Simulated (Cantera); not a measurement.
A freely propagating, adiabatic, planar premixed flame of CH3OH : O2 : N2 = 1 : 1.72 : 6.48 (molar parts), equivalence ratio 0.87, unburnt at 550 K and 6.10 bar; mixture-averaged transport, grid criteria slope 0.08 and curve 0.16, no radiation.

Computed with Cantera and GRI-Mech 3.0 (53 species, 325 reactions). GRI-Mech 3.0 was tuned for natural gas; its chemistry of methanol as a main component is partial and can be far from experiment. Burning velocities carry a grid error of a few per cent, more on coarse grids.

| quantity | before | after |
|---|---|---|
| laminar burning velocity | 57.3 cm/s | 108 cm/s |
| thermal thickness | 0.0794 mm | 0.0633 mm |
| peak x(CH2O) | 0.00769 | 0.00909 |
| peak x(CH2) | 1.82e-6 | 3.20e-6 |
| peak x(CH4) | 4.73e-5 | 6.61e-5 |

Problem. Name the change that produced these shifts.
(A) inlet temperature 550 to 723 K
(B) CH3OH 1 to 0.77 parts
(C) N2 6.48 to 8.2 parts
(D) O2 1.72 to 1.3 parts

Solution. A, inlet temperature 550 to 723 K
